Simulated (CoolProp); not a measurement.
A closed Brayton cycle with carbon dioxide: compressor inlet 324.15 K and 9.1 MPa, high pressure 23.4 MPa, turbine inlet 710 K, compressor efficiency 0.89, turbine efficiency 0.85, recuperator effectiveness 0.8 (on enthalpy, no pinch check). Each further row changes one setting.

The numbers come from the reference Helmholtz-energy equation of state, Span 1996 in CoolProp.

| case | thermal efficiency (%) | net work (kJ/kg) | compressor to turbine work | compressor exit (K) | turbine exit (K) |
|---|---|---|---|---|---|
| as stated | 24.4 | 57.0 | 0.42 | 394.8 | 610.9 |
| turbine inlet 660 K | 22.6 | 48.4 | (withheld) | 394.8 | 564.3 |
| compressor inlet 334.15 K | 23.0 | (withheld) | (withheld) | 413.5 | 610.9 |
| high pressure 19.9 MPa | 23.0 | 50.0 | (withheld) | 382.5 | (withheld) |
| recuperator effectiveness 0.5 | 18.4 | 57.0 | 0.42 | 394.8 | 610.9 |

### Question
Fill in the missing entries.

### Answer

- turbine inlet 660 K, compressor to turbine work: 0.46
- compressor inlet 334.15 K, net work (kJ/kg): 49.9
- compressor inlet 334.15 K, compressor to turbine work: 0.49
- high pressure 19.9 MPa, compressor to turbine work: 0.40
- high pressure 19.9 MPa, turbine exit (K): 627.6
